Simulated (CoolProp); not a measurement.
The fluid at 298.15 K and 1.44 MPa is throttled through a valve to 0.332 MPa with no heat exchange. The same conditions are run with several fluids, on thermodynamics alone (safety and materials aside).

Computed with CoolProp (reference Helmholtz-energy equation of state of each fluid (ethane: Bücker 2006; hydrogen chloride: Thol 2018; oxygen: Schmidt 1985; methane: Setzmann 1991; ethylene: Smukala 2000)).

```
fluid              temperature change (K)  final density (kg/m³)
-----------------  ----------------------  ---------------------
ethane                              -13.6                    ___
hydrogen chloride                   -18.4                   5.33
oxygen                               -3.0                   4.34
methane                              -4.9                    ___
ethylene                              ___                   4.00
```

Task: Complete the blanks.

Result: 
- ethane, final density (kg/m³): 4.35
- methane, final density (kg/m³): 2.20
- ethylene, temperature change (K): -12.2
